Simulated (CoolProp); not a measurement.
Saturation properties of n-perfluorohexane.

Values from CoolProp's reference Helmholtz-energy equation of state, Gao 2022.

```tsv
T (K)	p (MPa)	liquid density (kg/m³)	vapour density (kg/m³)
204.6	3.783e-5	1938	0.007519
219.1	0.0001710	1897	0.03174
233.6	0.0006143	1857	0.1070
248.1	0.001835	1817	0.3015
262.6	0.004712	1776	0.7340
277	0.01064	1736	1.579
291.5	0.02180	1695	3.101
306	0.04101	1653	5.629
320.5	0.07186	1609	9.580
335	0.1186	1563	15.48
349.5	0.1861	1514	23.99
364	0.2798	1462	36.00
378.5	0.4058	1404	52.78
```

It boils at 330.3 K under 1 atm.
